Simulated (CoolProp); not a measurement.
Saturation properties of CHF3 (R23) (Tc = 299.3 K, pc = 4832 kPa, ω = 0.263).

Computed with CoolProp (reference Helmholtz-energy equation of state, Penoncello 2003).

```csv
T (K),p (kPa),vapour density (kg/m³),enthalpy of vaporisation (kJ/kg),liquid cp (kJ/(kg K))
207.8,243.3,10.65,225.0,1.274
212.8,307.0,13.30,220.3,1.288
217.9,384.4,16.51,215.3,1.305
223,476.0,20.31,210.1,1.324
228.1,583.3,24.78,204.7,1.346
233.1,705.2,29.92,199.1,1.370
238.2,848.5,36.03,193.0,1.399
243.3,1013,43.18,186.6,1.433
248.4,1199,51.52,179.7,1.473
253.5,1411,61.28,172.4,1.520
258.5,1644,72.48,164.7,1.577
263.6,1910,85.96,156.1,1.650
```

It boils at 191.1 K under 1 atm.
